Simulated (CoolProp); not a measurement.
Vapour-liquid equilibrium of carbon dioxide (1) + CH3F (R41) (2) at 1.16 MPa; x and y are mole fractions of (1).

Values from CoolProp's multi-fluid Helmholtz-energy mixture model, Span 1996 and Lemmon 2006; pair parameters Bell 2016.

```
x     bubble temperature (°C)  y at the bubble point  dew temperature at overall composition x (°C)  liquid density (mol/L)
----  -----------------------  ---------------------  ---------------------------------------------  ----------------------
0.05                      [?]                  0.075                                          -20.1                   21.89
0.2                       [?]                    [?]                                          -22.3                     [?]
0.35                    -26.0                  0.450                                          -24.5                   22.85
0.5                     -28.4                  0.605                                          -26.7                   23.33
0.65                    -30.7                  0.744                                            [?]                   23.83
0.8                     -33.0                  0.867                                            [?]                   24.34
0.95                    -35.3                  0.970                                          -34.8                   24.84
```

**Question.** What belongs in the gaps?

**Answer.** 
- 0.05, bubble temperature (°C): -20.5
- 0.2, bubble temperature (°C): -23.4
- 0.2, y at the bubble point: 0.275
- 0.2, liquid density (mol/L): 22.37
- 0.65, dew temperature at overall composition x (°C): -29.1
- 0.8, dew temperature at overall composition x (°C): -31.7

No azeotrope shows between x = 0.05 and 0.95.

The pair parameters rest on a limited set of measurements; away from them the model extrapolates.
